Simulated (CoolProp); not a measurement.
A closed Brayton cycle with carbon dioxide: compressor inlet 321.15 K and 8.4 MPa, high pressure 26.7 MPa, turbine inlet 920 K, compressor efficiency 0.89, turbine efficiency 0.9, recuperator effectiveness 0.8 (on enthalpy, no pinch check). Each further row changes one setting.

Values from CoolProp's reference Helmholtz-energy equation of state, Span 1996.

```csv
case,thermal efficiency (%),net work (kJ/kg),compressor to turbine work,compressor exit (K),turbine exit (K)
as stated,33.4,114,0.32,411.6,773.0
turbine inlet 870 K,32.4,104,0.34,411.6,728.1
compressor inlet 331.15 K,32.5,106,0.37,430.8,773.0
high pressure 22.7 MPa,31.7,102,0.31,398.7,792.9
recuperator effectiveness 0.5,24.4,114,0.32,411.6,773.0
```
